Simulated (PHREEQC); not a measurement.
A made-up water analysis in mmol/kgw, 25 °C, pH 6.97, pe 8.5: Na 0.000534; K 1.58e-06; Ca 0.00218; Mg 0.000575; Cl 0.00147; S(6) 0.000306; Alkalinity (meq/kgw) 0.00416; B 4.27e-05; N(5) 1.11e-05; O(0) (counted as O atoms) 2.51e-06.

Valence states are taken as typed.

All values are PHREEQC results (ion-association model, phreeqc.dat), not measurements.

This is a speciation only: nothing precipitates in the calculation.

**Question.** What charge-balance error does the model give?

**Answer.** charge-balance error -1.7 %.

**Question.** In which forms is C present?

**Answer.** HCO3- 81 %, CO2 19 % of the C.

Complexes and solids missing from the database can't appear.
